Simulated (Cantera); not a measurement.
A closed system holds: 1 mol SiH₂Cl₂, 0.022 mol C₃H₈, 2.8 mol H₂, a varied amount of C₂H₄, at 1850 K and 13300 Pa.

Equilibrium computed with Cantera from the NASA thermochemical tables; the gas is ideal and each condensed phase is pure. Candidate condensed phases: C, C₆H₆, C₇H₈, C₈H₁₈, Si, SiC; 109 gas species. Mutual solubility and eutectic melting of coexisting phases are not modelled. Gases not in the tables: Si₂H₆ and higher silanes. Rates play no part.

Which condensed phases are stable at each of these points (n(C₂H₄) (mol)): 0.011, 0.038, 0.065, 0.092, 0.12, 0.15, 0.17, 0.2, 0.23?


```csv
n(C₂H₄) (mol),condensed phases,Si condensed (%)
0.011,Si(l) + SiC(s),42.0
0.038,Si(l) + SiC(s),42.3
0.065,Si(l) + SiC(s),42.5
0.092,Si(l) + SiC(s),42.7
0.12,Si(l) + SiC(s),42.9
0.15,Si(l) + SiC(s),43.1
0.17,Si(l) + SiC(s),43.3
0.2,SiC(s),46.6
0.23,SiC(s),52.6
```

From 0.011 mol C₂H₄ to 0.17 mol C₂H₄ the condensed part is Si(l) + SiC(s). From 0.2 mol C₂H₄ to 0.23 mol C₂H₄ the condensed part is SiC(s).
